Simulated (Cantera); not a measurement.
Input: 1 mol Si, 0.16 mol N2O, 1.1 mol H2, held at 35.0 Pa.

Method: chemical equilibrium by Gibbs-energy minimisation in Cantera with the NASA 1993 tables (ideal gas, pure condensed phases). Candidate condensed phases: H2O, Si, SiO2, Si2N2O, Si3N4; 35 gas species. Mutual solubility and eutectic melting of coexisting phases are not modelled. Kinetics and transport are ignored.

Q: Which condensed phases are stable at each of these points (T (°C)): 702, 752, 802, 852, 902, 952, 1002, 1052, 1102, 1152, 1202, 1252, 1302, 1352?

A: 
```json
[
 {"T (°C)": "702", "condensed phases": "Si(s) + Si2N2O(s)", "Si condensed (%)": "100.0"},
 {"T (°C)": "752", "condensed phases": "Si(s) + Si2N2O(s)", "Si condensed (%)": "100.0"},
 {"T (°C)": "802", "condensed phases": "Si(s) + Si2N2O(s)", "Si condensed (%)": "100.0"},
 {"T (°C)": "852", "condensed phases": "Si(s) + Si2N2O(s)", "Si condensed (%)": "100.0"},
 {"T (°C)": "902", "condensed phases": "Si(s) + Si2N2O(s)", "Si condensed (%)": "100.0"},
 {"T (°C)": "952", "condensed phases": "Si(s) + Si2N2O(s)", "Si condensed (%)": "100.0"},
 {"T (°C)": "1002", "condensed phases": "Si(s) + Si2N2O(s)", "Si condensed (%)": "100.0"},
 {"T (°C)": "1052", "condensed phases": "Si(s) + Si2N2O(s)", "Si condensed (%)": "100.0"},
 {"T (°C)": "1102", "condensed phases": "Si(s) + Si2N2O(s)", "Si condensed (%)": "99.9"},
 {"T (°C)": "1152", "condensed phases": "Si(s) + Si2N2O(s)", "Si condensed (%)": "99.6"},
 {"T (°C)": "1202", "condensed phases": "Si(s) + Si2N2O(s)", "Si condensed (%)": "98.8"},
 {"T (°C)": "1252", "condensed phases": "Si(s) + Si2N2O(s)", "Si condensed (%)": "96.3"},
 {"T (°C)": "1302", "condensed phases": "Si(s) + Si2N2O(s)", "Si condensed (%)": "88.2"},
 {"T (°C)": "1352", "condensed phases": "Si(s)", "Si condensed (%)": "83.9"}
]
```

From 702 °C to 1302 °C the condensed part is Si(s) + Si2N2O(s). At 1352 °C the condensed part is Si(s).
